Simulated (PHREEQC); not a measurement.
Consider water at 20 °C with 150 mmol/kgw KHCO3 and 31 mmol/kgw NaF. Closed to the air; pH follows from the charge balance.

Equilibrium calculation in PHREEQC: ion-association model, phreeqc.dat.

Each row changes one thing in this solution. This is a speciation only: nothing precipitates in the calculation.

```csv
case,pH,ionic strength (mol/kgw),NaF (mol/kgw),HF (mol/kgw),HF2- (mol/kgw)
as made,8.10,0.181,0.000267,2.32e-7,2.60e-8
temperature from 20 to 65 °C,___,___,0.000246,1.06e-6,1.42e-7
KHCO3 from 0.15 to 0.075 mol/kgw,8.13,0.106,0.000306,2.30e-7,2.59e-8
KHCO3 replaced by KBr at the same molality,7.77,0.181,0.000282,4.88e-7,5.48e-8
KHCO3 replaced by KF at the same molality,___,___,0.00158,9.83e-7,6.45e-7
temperature from 20 to 90 °C,___,0.178,0.000227,2.09e-6,2.63e-7
```

### Question
Some entries are withheld; supply them.

### Answer

- temperature from 20 to 65 °C, pH: 7.80
- temperature from 20 to 65 °C, ionic strength (mol/kgw): 0.180
- KHCO3 replaced by KF at the same molality, pH: 8.24
- KHCO3 replaced by KF at the same molality, ionic strength (mol/kgw): 0.179
- temperature from 20 to 90 °C, pH: 7.73

Complexes and solids missing from the database can't appear. Away from 25 °C the constants follow the database's enthalpies or fits; those with neither stay at their 25 °C values.
